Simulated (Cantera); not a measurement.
What does this Cantera script print?

```python
import numpy as np
import cantera as ct

gas_names = """
    CL CL2 H HCL H2 N NH NH2 NH3 N2 N2H2 N2H4 Si SiCL SiCL2 SiCL3 SiCL4 SiH SiHCL3 SiH2 SiH2CL2 SiH3
    SiH3CL SiH4 SiN Si2 Si2N Si3
""".split()
cond_names = """
    NH4CL(a) NH4CL(b) Si(cr) Si(L) Si3N4(a)
""".split()


# ... load() reads the species with a 1 bar reference pressure and builds the phases ...
atoms = {
    'SiH2Cl2': {'Si': 1, 'H': 2, 'CL': 2},
    'N2': {'N': 2},
    'HCl': {'H': 1, 'CL': 1},
}
top_T = {'Si3N4(a)': 2400}  # K; cautious upper limits of use, not melting points


# ... equilibrate(T, P, feed) seeds the gas with the atoms and calls Mixture.equilibrate('TP', solver="vcs", rtol=1e-11, max_steps=5000) ...
results = []
feed = {'SiH2Cl2': 1, 'N2': 16, 'HCl': 0.51}  # mol
T = 1373.15  # K
P = 1333.22  # Pa
mix = equilibrate(T, P, feed)
results.append((T, P, feed, dict(zip(mix.species_names, mix.species_moles))))
x = sorted(zip(gas.X, gas.species_names), reverse=True)
print(f"T = {T:g} K  P = {P:g} Pa  gas = {mix.phase_moles(0):.4g} mol")
print("   x: " + "  ".join(f"{s} {v:.3e}" for v, s in x if v > 0.001))
print("   condensed (mol): " + ("  ".join(f"{mix.phase(i).name} {mix.phase_moles(i):.4g}"
      for i in range(1, mix.n_phases) if mix.phase_moles(i) > 1e-12) or "none"))
```

It prints:

```
T = 1373.15 K  P = 1333.22 Pa  gas = 17.88 mol
   x: N2 8.668e-01  HCL 9.826e-02  H2 2.101e-02  SiCL4 5.765e-03  SiCL2 5.478e-03  SiCL3 2.614e-03
   condensed (mol): Si3N4(a) 0.2503
```

Equilibrium computed with Cantera from the NASA thermochemical tables; the gas is ideal and each condensed phase is pure. N2 is the only nitrogen source here; it is nearly inert below about 1500 K, so the nitride shown seldom forms there in practice. The tables' values for SiCl3 are old estimates; treat these amounts as uncertain.
